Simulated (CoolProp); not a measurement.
A single-stage vapour-compression cycle with the fluid: evaporating at 329.15 K (dew point), condensing at 379.15 K (bubble point), superheat 10 K, subcooling 5 K, compressor efficiency 0.65, no pressure losses. The same conditions are run with several fluids, on thermodynamics alone (safety and materials aside).

Model: reference Helmholtz-energy equation of state of each fluid (n-perfluoropentane: Gao 2022; propyne: Polt 1992; vinyl chloride: Thol 2022; n-perfluorohexane: Gao 2022; R21: Platzer 1990; tetrahydrofuran: Fiedler 2023), in CoolProp. The equations of Platzer and Polt are older, rougher fits.

| fluid | cooling COP | pressure ratio | discharge temperature (K) | refrigerating effect (kJ/kg) | volumetric capacity (kJ/m³) |
|---|---|---|---|---|---|
| n-perfluoropentane | ___ | ___ | 379.1 | ___ | 1070 |
| propyne | 3.09 | 2.85 | 412.9 | 295 | 6610 |
| vinyl chloride | ___ | 2.85 | 420.9 | 225 | 5140 |
| n-perfluorohexane | 2.70 | 4.23 | 379.1 | 42.5 | 525 |
| R21 | 3.57 | 3.21 | 421.3 | ___ | 3130 |
| tetrahydrofuran | ___ | 4.37 | ___ | 349 | 660 |

**Question.** Fill in the missing entries.

**Answer.** 
- n-perfluoropentane, cooling COP: 2.50
- n-perfluoropentane, pressure ratio: 3.59
- n-perfluoropentane, refrigerating effect (kJ/kg): 38.5
- vinyl chloride, cooling COP: 3.40
- R21, refrigerating effect (kJ/kg): 167
- tetrahydrofuran, cooling COP: 3.80
- tetrahydrofuran, discharge temperature (K): 409.3

The compression ends wet for: n-perfluoropentane; n-perfluorohexane.
